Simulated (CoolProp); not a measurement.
Octamethyltrisiloxane (MDM) at 298.15 K and 3.25 MPa is throttled through a valve to 0.381 MPa with no heat exchange. Each further row changes one setting.

Computed with CoolProp (reference Helmholtz-energy equation of state, Thol 2017).

| case | temperature change (K) | final density (kg/m³) |
|---|---|---|
| as stated | +1.3 | 815 |
| outlet pressure 0.114 MPa | +1.4 | 814 |
| outlet pressure 0.495 MPa | +1.2 | 815 |
